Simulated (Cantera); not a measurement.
Mixture: CH₄ : O₂ : N₂ = 1 : 4.44 : 16.7 (molar parts), at 3.80 bar, adiabatic and at constant volume. Ignition delay is the time to a rise of 400 K.

Cantera simulation using GRI-Mech 3.0 (53 species, 325 reactions); the numbers are that mechanism's predictions, not measurements.

Task: What does this change do: pressure from 3.80 bar to 0.410 bar?

Result: 
```csv
quantity,before,after
delay at 1050 K,76.4 ms,0.700 s
delay at 1150 K,17.2 ms,0.129 s
delay at 1250 K,4.56 ms,29.2 ms
delay at 1350 K,1.39 ms,8.18 ms
delay at 1450 K,0.483 ms,2.87 ms
delay at 1550 K,0.191 ms,1.23 ms
delay at 1650 K,85.9 µs,0.600 ms
apparent activation energy between 1450 and 1650 K,170 kJ/mol,160 kJ/mol
```
